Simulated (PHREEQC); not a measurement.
A solution holds 0.0082 mol/kgw NH4HF2, 0.00025 mol/kgw H2SiF6 and 0.0075 mol/kgw H3AsO4, at 25 °C. Closed to the air; pH follows from the charge balance.

Model: ion-association model, wateq4f.dat, run in PHREEQC.

This is a speciation only: nothing precipitates in the calculation.

Problem. Estimate the pH.

Solution. pH 2.70.

Problem. In which forms is As present?

Solution. H2AsO4- 74 %, H3AsO4 26 % of the As.

Species that the database lacks are ignored. SiF6-2 is the database's only silicon fluoride.
